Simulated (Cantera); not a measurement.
Cantera run:

```python
import numpy as np
import cantera as ct

gas_names = """
    TaO2 H2O2 H
""".split()
cond_names = """
    Ta2O5(s) Ta2O5(L)
""".split()


# ... load() reads the species with a 1 bar reference pressure and builds the phases ...
species = {s.name: s for s in load("nasa_gas.yaml", gas_names) + load("nasa_condensed.yaml", cond_names)}
# Each term lists the table entries of one substance; the one whose range holds T is used.
reactions = {
    '4 TaO2(g) + H2O2(g) = 2 Ta2O5 + 2 H(g)':
        [(-4, ['TaO2']), (-1, ['H2O2']), (2, ['Ta2O5(s)', 'Ta2O5(L)']), (2, ['H'])],
}


def pick(names, T):
    return next(species[n] for n in names if species[n].thermo.min_temp <= T <= species[n].thermo.max_temp)


results = []
for label, terms in reactions.items():
    print(label)
    print("     T/K   dH/kJ  dS/(J/K)   dG/kJ   log10 K")
    for T in [1450, 1550, 1650, 1750, 1850, 1950, 2050, 2150, 2250, 2350, 2450]:
        used = [(nu, pick(names, T)) for nu, names in terms]
        dH = sum(nu * s.thermo.h(T) for nu, s in used) / 1e6
        dS = sum(nu * s.thermo.s(T) for nu, s in used) / 1e3
        dG = dH - T * dS / 1e3
        logK = -dG * 1e6 / (ct.gas_constant * T * np.log(10))
        results.append((label, T, dH, dS, dG, logK, [s.name for _, s in used]))
        print(f"{T:8g} {dH:8.1f} {dS:8.1f} {dG:8.1f} {logK:8.2f}")
```

It prints:

```
4 TaO2(g) + H2O2(g) = 2 Ta2O5 + 2 H(g)
     T/K   dH/kJ  dS/(J/K)   dG/kJ   log10 K
    1450  -2583.5   -664.7  -1619.6    58.34
    1550  -2570.6   -656.1  -1553.6    52.35
    1650  -2557.7   -648.0  -1488.4    47.12
    1750  -2544.6   -640.3  -1424.0    42.50
    1850  -2531.4   -633.0  -1360.3    38.41
    1950  -2518.2   -626.1  -1297.4    34.75
    2050  -2504.9   -619.4  -1235.1    31.47
    2150  -2243.3   -492.5  -1184.4    28.77
    2250  -2221.4   -482.6  -1135.6    26.36
    2350  -2199.5   -473.1  -1087.9    24.18
    2450  -2177.8   -464.0  -1041.0    22.19
```

Source: NASA polynomial tables (part measured, part estimated), evaluated in Cantera. Condensed species are held in their standard states even where they would react or evaporate.
